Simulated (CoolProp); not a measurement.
Vapour-liquid equilibrium of toluene (1) + n-nonane (2) at 0.0396 MPa; x and y are mole fractions of (1).

Model: multi-fluid Helmholtz-energy mixture model, Lemmon 2006 and Lemmon 2006; pair parameters Bell 2016, in CoolProp.

| x | bubble temperature, mixture model (°C) | bubble temperature, Raoult's law (°C) | y, mixture model | y, Raoult's law |
|---|---|---|---|---|
| 0.05 | 114.1 | 115.3 | 0.174 | 0.146 |
| 0.125 | 108.4 | 110.8 | 0.368 | 0.322 |
| 0.2 | 103.6 | 106.8 | 0.506 | 0.459 |
| 0.275 | 99.6 | 103.2 | 0.607 | 0.568 |
| 0.35 | 96.3 | 99.9 | 0.683 | 0.655 |
| 0.425 | 93.6 | 97.0 | 0.741 | 0.726 |
| 0.5 | 91.2 | 94.3 | 0.789 | 0.785 |
| 0.575 | 89.2 | 91.7 | 0.828 | 0.834 |
| 0.65 | 87.4 | 89.4 | 0.862 | 0.875 |
| 0.725 | 85.7 | 87.3 | 0.893 | 0.910 |
| 0.8 | 84.2 | 85.3 | 0.923 | 0.939 |
| 0.875 | 82.8 | 83.4 | 0.951 | 0.965 |
| 0.95 | 81.4 | 81.7 | 0.980 | 0.987 |

The largest gap from Raoult's law is -3.6 K in bubble temperature, at x = 0.35. No azeotrope shows between x = 0.05 and 0.95.

Pair parameters are fitted to limited data, so mixtures are less certain than the pure fluids.
